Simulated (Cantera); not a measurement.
An isothermal, constant-pressure homogeneous reactor starts with C₂H₆ : N₂ = 1 : 91 (molar parts), at 1748 K and 0.0267 bar. Integrator tolerance rtol = 1e-08.

Computed with Cantera and GRI-Mech 3.0 (53 species, 325 reactions). GRI-Mech 3.0 stops at C3 and has no aromatics, soot or wall deposition, so with more carbon than oxygen in the feed, carbon stays in small species such as C2H2 where larger ones or solid carbon would form. Radical loss at walls, strong at low pressure, is not modelled.

Problem. What does this change do: N2 91 to 170 parts?

Solution. 
```json
[
 {"quantity": "x(C₂H₆) at 4.00 s", "before": "1.14e-10 (gas-phase equilibrium <1e-12)", "after": "2.91e-11 (gas-phase equilibrium <1e-12)"},
 {"quantity": "x(C₂H₂) at 4.00 s", "before": "0.0106 (gas-phase equilibrium 0.00107)", "after": "0.00572 (gas-phase equilibrium 0.000341)"},
 {"quantity": "x(C₂H₄) at 4.00 s", "before": "2.14e-7 (gas-phase equilibrium 2.04e-8)", "after": "6.39e-8 (gas-phase equilibrium 3.51e-9)"},
 {"quantity": "x(HCN) at 4.00 s", "before": "9.28e-5 (gas-phase equilibrium 0.0191)", "after": "0.000112 (gas-phase equilibrium 0.0109)"},
 {"quantity": "x(CH₄) at 4.00 s", "before": "2.21e-5 (gas-phase equilibrium 2.31e-7)", "after": "8.59e-6 (gas-phase equilibrium 5.20e-8)"},
 {"quantity": "x(CH₂) at 4.00 s", "before": "3.63e-8 (gas-phase equilibrium 4.73e-10)", "after": "2.22e-8 (gas-phase equilibrium 1.96e-10)"},
 {"quantity": "x(H₂) at 4.00 s", "before": "0.0211 (gas-phase equilibrium 0.0212)", "after": "0.0115 (gas-phase equilibrium 0.0115)"}
]
```

Problem. What does this change do: pressure from 0.0267 bar to 1.50 bar?

Solution. 
```json
[
 {"quantity": "x(C₂H₆) at 4.00 s", "before": "1.14e-10 (gas-phase equilibrium <1e-12)", "after": "6.29e-10 (gas-phase equilibrium 6.28e-11)"},
 {"quantity": "x(C₂H₂) at 4.00 s", "before": "0.0106 (gas-phase equilibrium 0.00107)", "after": "0.0106 (gas-phase equilibrium 0.00107)"},
 {"quantity": "x(C₂H₄) at 4.00 s", "before": "2.14e-7 (gas-phase equilibrium 2.04e-8)", "after": "1.13e-5 (gas-phase equilibrium 1.15e-6)"},
 {"quantity": "x(HCN) at 4.00 s", "before": "9.28e-5 (gas-phase equilibrium 0.0191)", "after": "1.68e-5 (gas-phase equilibrium 0.0191)"},
 {"quantity": "x(CH₄) at 4.00 s", "before": "2.21e-5 (gas-phase equilibrium 2.31e-7)", "after": "4.14e-5 (gas-phase equilibrium 1.31e-5)"},
 {"quantity": "x(CH₂) at 4.00 s", "before": "3.63e-8 (gas-phase equilibrium 4.73e-10)", "after": "1.50e-9 (gas-phase equilibrium 4.73e-10)"},
 {"quantity": "x(H₂) at 4.00 s", "before": "0.0211 (gas-phase equilibrium 0.0212)", "after": "0.0212 (gas-phase equilibrium 0.0212)"}
]
```
